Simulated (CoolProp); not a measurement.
The fluid at 293.15 K and 0.73 MPa is throttled through a valve to 0.363 MPa with no heat exchange. The same conditions are run with several fluids, on thermodynamics alone (safety and materials aside).

The numbers come from the reference Helmholtz-energy equation of state of each fluid (sulfur hexafluoride: Guder 2009; fluorine: de Reuck 1990; CH2F2 (R32): Tillner-Roth 1997; hydrogen sulfide: Lemmon 2006; dry air: Lemmon 2000) in CoolProp. Blends and air are pseudo-pure fits.

**Question.** Rank sulfur hexafluoride, fluorine, CH2F2 (R32), hydrogen sulfide, dry air by temperature change (K), highest first.

**Answer.** fluorine (-0.7), dry air (-0.9), sulfur hexafluoride (-4.0), hydrogen sulfide (-6.8), CH2F2 (R32) (-10.3)

```csv
fluid,final density (kg/m³)
sulfur hexafluoride,23.1
fluorine,5.68
CH2F2 (R32),8.50
hydrogen sulfide,5.37
dry air,4.33
```
